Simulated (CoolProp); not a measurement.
Vapour-liquid equilibrium of p-xylene (1) + n-undecane (2) at 318.5 K; x and y are mole fractions of (1).

The numbers come from the multi-fluid Helmholtz-energy mixture model, Zhou 2012 and Aleksandrov 2011; pair parameters Bell 2016 in CoolProp.

```csv
x,bubble pressure (MPa),y at the bubble point,dew pressure at overall composition x (MPa),liquid density (mol/L)
0.05,0.0004036,0.431,0.0002535,4.717
0.125,0.0006464,0.672,0.0002735,4.883
0.2,0.0008889,0.782,0.0002970,5.058
0.275,0.001131,0.845,…,5.244
0.35,0.001373,0.885,0.0003585,5.443
0.425,0.001614,0.913,0.0004000,…
0.5,0.001855,0.934,0.0004522,5.881
0.575,0.002096,0.951,0.0005202,6.123
0.65,0.002338,0.963,0.0006122,6.383
0.725,0.002580,0.974,0.0007438,…
0.8,0.002823,0.983,0.0009472,6.966
0.875,0.003066,0.990,…,7.293
0.95,0.003309,0.996,0.002086,…
```

Complete the blanks.


- 0.275, dew pressure at overall composition x (MPa): 0.0003249
- 0.425, liquid density (mol/L): 5.655
- 0.725, liquid density (mol/L): 6.664
- 0.875, dew pressure at overall composition x (MPa): 0.001303
- 0.95, liquid density (mol/L): 7.648

No azeotrope shows between x = 0.05 and 0.95.

Pair parameters are fitted to limited data, so mixtures are less certain than the pure fluids.
